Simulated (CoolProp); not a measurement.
Vapour-liquid equilibrium of dimethyl ether (1) + chloromethane (R40) (2) at 9.65 °C; x and y are mole fractions of (1).

Model: multi-fluid Helmholtz-energy mixture model, Wu 2011 and Thol 2014; pair parameters Bell 2016, in CoolProp.

Task: Give the bubble pressure and the first vapour's composition at x = 0.2, 0.35, 0.575. Is there an azeotrope?

Result: x = 0.2: 3.496 bar, y = 0.185; x = 0.35: 3.454 bar, y = 0.341; x = 0.575: 3.459 bar, y = 0.587. y crosses x between x = 0.425 and 0.5: the model has an azeotrope there.

Pair parameters are fitted to limited data, so mixtures are less certain than the pure fluids.
